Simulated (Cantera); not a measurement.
Feed: 1 mol Ca(OH)2, 0.56 mol C, 0.14 mol H2, held at 1350 °C and 0.170 bar.

These are equilibrium values from Cantera (NASA tables, ideal gas, pure condensed phases), not measurements of a reactor. Candidate condensed phases: C, C6H6, C7H8, C8H18, Ca, CaCO3, CaO, Ca(OH)2, H2O; 115 gas species. Equilibrium is a limit: real reactors are often held back by kinetics, nucleation or transport.

Base state: H2 0.455, CO 0.286, H2O 0.215, CO2 0.0436, H 0.000113 (mole fractions); condensed: CaO(s).

What changes in the equilibrium state with this change: temperature from 1350 °C to 825 °C?


```csv
species,before,after
H2,0.455,0.497
CO,0.286,0.244
H2O,0.215,0.174
CO2,0.0436,0.0850
CH4,4.06e-9,1.67e-5
H,0.000113,4.24e-8
"CaO(s), mol",1.000,1.00
```
